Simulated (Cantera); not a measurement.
Cantera with NASA thermochemical tables; ideal gases at 1 bar, condensed phases pure. Values are per mole of reaction as written; species without (g) are pure solids or liquids, kept so even where they would boil at 1 bar.

Ba + H2O(g) → BaO + H2(g)

```
T (K)  ΔH° (kJ)  ΔS° (J/K)  ΔG° (kJ)  log10 K  condensed phases
-----  --------  ---------  --------  -------  ----------------
300         [?]        [?]       [?]      [?]     Ba(s), BaO(s)
1850     -300.9      -37.4    -231.7     6.54     Ba(l), BaO(s)
1875     -300.7      -37.3    -230.8     6.43     Ba(l), BaO(s)
1900     -300.5      -37.2    -229.8     6.32     Ba(l), BaO(s)
1925        [?]        [?]       [?]      [?]     Ba(l), BaO(s)
1950     -300.2      -37.0    -228.0     6.11     Ba(l), BaO(s)
1975     -300.0      -37.0    -227.1     6.00     Ba(l), BaO(s)
2000     -299.9      -36.9    -226.1     5.91     Ba(l), BaO(s)
2025     -299.7      -36.8    -225.2     5.81     Ba(l), BaO(s)
2050     -299.5      -36.7    -224.3     5.71     Ba(l), BaO(s)
2075     -299.3      -36.6    -223.4     5.62     Ba(l), BaO(s)
2100        [?]        [?]       [?]      [?]     Ba(l), BaO(s)
```

**Question.** Complete the blanks.

**Answer.** 
- 300, ΔH° (kJ): -306.3
- 300, ΔS° (J/K): -48.3
- 300, ΔG° (kJ): -291.8
- 300, log10 K: 50.80
- 1925, ΔH° (kJ): -300.4
- 1925, ΔS° (J/K): -37.1
- 1925, ΔG° (kJ): -228.9
- 1925, log10 K: 6.21
- 2100, ΔH° (kJ): -299.2
- 2100, ΔS° (J/K): -36.5
- 2100, ΔG° (kJ): -222.5
- 2100, log10 K: 5.53
